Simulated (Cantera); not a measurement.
An adiabatic, constant-volume homogeneous reactor starts with 2.70 % CH₄, 0.270 % H₂, 17.3 % O₂, 65.1 % N₂, 14.6 % H₂O, equivalence ratio 0.32, at 1425 K and 9.87 atm.

Cantera simulation using GRI-Mech 3.0 (53 species, 325 reactions); the numbers are that mechanism's predictions, not measurements.

One state of this run: T (K) = 2127; P (bar) = 14.9; x CH₄ = <1e-12; x H₂ = 0.000110; x O₂ = 0.116; x OH = 0.00230; x CH₃ = <1e-12; x H₂O = 0.202. x: mole fraction; the columns are a selection and need not sum to one.

Which value of t (s) does it belong to?
A) 0.000182
B) 5.49e-5
C) 0.0728
D) 1.66e-5

C, 0.0728
